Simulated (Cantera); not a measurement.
Cantera run, input and output.

```python
import numpy as np
import cantera as ct

gas = ct.Solution("gri30.yaml")
gas.TPX = 373, 34000, {'C3H8': 1, 'O2': 4.55, 'N2': 16.4, 'CO2': 1.8, 'H2': 0.36}
flame = ct.FreeFlame(gas, width=0.085)
flame.set_refine_criteria(ratio=3, slope=0.08, curve=0.16)
flame.transport_model = "mixture-averaged"
flame.solve(loglevel=0, auto=True)
z, T = flame.grid, flame.T
thick = (T[-1] - T[0]) / np.gradient(T, z).max()
show = ['C3H8', 'O2', 'CO2', 'N2O', 'NO2', 'H']
print(f"laminar burning velocity  {flame.velocity[0] * 100:.3f} cm/s")
print(f"burnt temperature         {T[-1]:.1f} K")
print(f"thermal thickness         {thick * 1e3:.4f} mm")
print(f"grid points               {len(z)}")
z0 = z[flame.heat_release_rate.argmax()]
print(f"{'z/mm':>9s}{'T/K':>9s}{'u/(m/s)':>9s}" + "".join(f"{s:>11s}" for s in show))
rows = []
for k in (-3, -2, -1.5, -1, -0.5, -0.25, 0, 0.25, 0.5, 1, 2, 4, 8):
    zz = z0 + k * thick
    rows.append([k * thick, np.interp(zz, z, T), np.interp(zz, z, flame.velocity),
                 *(np.interp(zz, z, flame.X[gas.species_index(s)]) for s in show)])
    print(f"{rows[-1][0] * 1e3:9.3f}{rows[-1][1]:9.1f}{rows[-1][2]:9.3f}" + "".join(f"{x:11.3e}" for x in rows[-1][3:]))
```

Result:

```
laminar burning velocity  67.183 cm/s
burnt temperature         2156.4 K
thermal thickness         0.9181 mm
grid points               151
     z/mm      T/K  u/(m/s)       C3H8         O2        CO2        N2O        NO2          H
   -2.754    373.1    0.672  4.146e-02  1.886e-01  7.462e-02  2.359e-14  1.950e-11  4.215e-15
   -1.836    373.8    0.674  4.142e-02  1.883e-01  7.454e-02  5.508e-13  3.885e-10  8.613e-13
   -1.377    377.9    0.683  4.135e-02  1.877e-01  7.442e-02  4.712e-12  2.800e-09  4.604e-11
   -0.918    419.3    0.762  4.094e-02  1.836e-01  7.408e-02  8.486e-11  3.023e-08  4.940e-08
   -0.459    776.8    1.451  3.197e-02  1.498e-01  7.427e-02  1.657e-09  4.808e-08  5.962e-05
   -0.230   1187.9    2.291  1.245e-02  1.067e-01  7.786e-02  4.927e-09  1.572e-08  7.375e-04
    0.000   1574.5    3.109  4.814e-04  5.932e-02  8.648e-02  1.123e-08  3.898e-09  4.072e-03
    0.230   1740.2    3.450  7.077e-07  3.178e-02  9.746e-02  1.898e-08  6.478e-10  8.457e-03
    0.459   1781.1    3.524  1.413e-10  2.103e-02  1.068e-01  2.389e-08  5.088e-10  1.098e-02
    0.918   1812.4    3.569  2.478e-17  1.539e-02  1.172e-01  2.517e-08  5.531e-10  1.205e-02
    1.836   1850.3    3.629  4.901e-24  1.318e-02  1.228e-01  2.435e-08  6.037e-10  1.107e-02
    3.672   1901.0    3.716  4.237e-31  1.136e-02  1.254e-01  2.420e-08  7.128e-10  8.914e-03
    7.345   1962.8    3.820  1.157e-41  9.085e-03  1.285e-01  2.403e-08  9.122e-10  6.450e-03
```

Detailed kinetics in Cantera: GRI-Mech 3.0 (53 species, 325 reactions). GRI-Mech 3.0 was tuned for natural gas; its chemistry of propane as a main component is partial and can be far from experiment. Burning velocities carry a grid error of a few per cent, more on coarse grids.
